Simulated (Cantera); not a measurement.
A freely propagating, adiabatic, planar premixed flame of 7.84 % CH4, 17.2 % O2, 64.7 % N2, 10.2 % CO2, equivalence ratio 0.91, unburnt at 525 K and 0.132 atm; mixture-averaged transport, grid criteria slope 0.08 and curve 0.16, no radiation.

Detailed kinetics in Cantera: GRI-Mech 3.0 (53 species, 325 reactions). Burning velocities carry a grid error of a few per cent, more on coarse grids.

x: mole fraction of selected species; z is measured from the peak of heat release.

```csv
z (mm),T (K),u (m/s),x CH4,x O2,x CO2,x N2O,x HCO,x NO
-8.70,525,0.850,0.0783,0.172,0.102,<1e-8,<1e-8,<1e-8
-5.80,526,0.853,0.0781,0.172,0.102,<1e-8,<1e-8,<1e-8
-4.35,529,0.860,0.0777,0.172,0.102,<1e-8,<1e-8,<1e-8
-2.90,563,0.917,0.0750,0.169,0.101,<1e-8,<1e-8,…
-1.45,838,1.38,0.0561,0.145,0.102,<1e-8,2.85e-7,…
-0.725,1174,1.96,0.0320,0.112,0.105,<1e-8,8.26e-6,…
0,1510,2.54,0.00804,0.0703,0.114,<1e-8,4.36e-5,…
0.725,1638,2.75,0.000635,0.0468,0.123,1.38e-8,1.27e-5,…
1.45,1664,2.79,2.70e-5,0.0392,0.131,1.77e-8,7.23e-7,…
2.90,1689,2.82,7.98e-8,0.0356,0.139,1.94e-8,1.74e-8,…
5.80,1722,2.87,<1e-8,0.0338,0.143,1.99e-8,1.17e-8,…
11.6,1769,2.94,<1e-8,0.0320,0.146,2.12e-8,<1e-8,…
23.2,1828,3.03,<1e-8,0.0297,0.150,2.34e-8,<1e-8,…
```

Task: Complete the blanks.

Result: 
- -2.90, x NO: 2.70e-8
- -1.45, x NO: 3.30e-7
- -0.725, x NO: 8.49e-7
- 0, x NO: 1.84e-6
- 0.725, x NO: 3.01e-6
- 1.45, x NO: 3.71e-6
- 2.90, x NO: 4.43e-6
- 5.80, x NO: 5.40e-6
- 11.6, x NO: 6.97e-6
- 23.2, x NO: 9.58e-6
